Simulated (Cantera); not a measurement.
An isothermal, constant-pressure homogeneous reactor starts with CH4 : H2O = 1 : 1.5 (molar parts), at 1498 K and 98000 Pa.

Detailed kinetics in Cantera: GRI-Mech 3.0 (53 species, 325 reactions).

One state of this run: x CH4 = 0.359; x H2O = 0.586; x CO2 = 4.08e-6; x CH2CO = 6.84e-6; x CH2O = 6.29e-6. x: mole fraction; the columns are a selection and need not sum to one.

Problem. Which value of t (s) does it belong to?
A) 0.0159
B) 0.0317
C) 2.00
D) 0.00794

Solution. B, 0.0317
